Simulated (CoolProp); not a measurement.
Saturation properties of propylene glycol (Tc = 674.0 K, pc = 72.92 bar, ω = 0.327).

Model: reference Helmholtz-energy equation of state, Eisenbach 2021, in CoolProp.

| T (K) | p (bar) | liquid density (kg/m³) | vapour density (kg/m³) | enthalpy of vaporisation (kJ/kg) | liquid cp (kJ/(kg K)) |
|---|---|---|---|---|---|
| 518 | 4.629 | 829.4 | 8.718 | 633.4 | 3.695 |
| 525.8 | 5.533 | 819.8 | 10.36 | 623.0 | 3.743 |
| 533.6 | 6.573 | 809.8 | 12.25 | 612.3 | 3.793 |
| 541.4 | 7.765 | 799.6 | 14.43 | 601.1 | 3.845 |
| 549.1 | 9.105 | 789.1 | 16.88 | 589.5 | 3.900 |
| 556.9 | 10.64 | 778.2 | 19.73 | 577.3 | 3.958 |
| 564.7 | 12.38 | 766.8 | 22.99 | 564.3 | 4.021 |
| 572.5 | 14.35 | 754.9 | 26.71 | 550.7 | 4.089 |
| 580.3 | 16.55 | 742.5 | 30.96 | 536.2 | 4.163 |
| 588.1 | 19.01 | 729.5 | 35.83 | 520.8 | 4.246 |
| 595.9 | 21.76 | 715.8 | 41.41 | 504.3 | 4.341 |

It boils at 461.2 K under 1 atm.
